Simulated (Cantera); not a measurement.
## Fe(CO)5 + N2 (iron carbonyl, mercury and lead vapours)

Charge: 1 mol Fe(CO)5, a varied amount of N2, held at 1550 K and 59.0 mbar.

These are equilibrium values from Cantera (NASA tables, ideal gas, pure condensed phases), not measurements of a reactor. Candidate condensed phases: C, Fe, Fe(CO)5, FeO, Fe2O3, Fe3O4; 27 gas species. Equilibrium is a limit: real reactors are often held back by kinetics, nucleation or transport.

From 0.36 mol N2 to 53 mol N2 the condensed part is Fe(γ). The main Fe-bearing gas is Fe throughout.

```tsv
n(N2) (mol)	x CO	x N2	x CO2	x Fe	x C2N2	x CN	n Fe(γ)
0.36	0.933	0.0672	2.22e-5	7.10e-6	5.22e-10	3.01e-10	1.000
0.74	0.871	0.129	1.94e-5	7.10e-6	1.00e-9	4.17e-10	1.000
1.5	0.769	0.231	1.51e-5	7.10e-6	1.79e-9	5.57e-10	1.000
3.1	0.617	0.383	9.74e-6	7.10e-6	2.98e-9	7.18e-10	1.000
6.2	0.446	0.554	5.09e-6	7.10e-6	4.30e-9	8.63e-10	1.000
13	0.278	0.722	1.97e-6	7.10e-6	5.62e-9	9.86e-10	1.000
26	0.161	0.839	6.65e-7	7.10e-6	6.52e-9	1.06e-9	1.000
53	0.0862	0.914	1.90e-7	7.10e-6	7.11e-9	1.11e-9	1.000
```
x: gas mole fraction; n: condensed amount in mol.
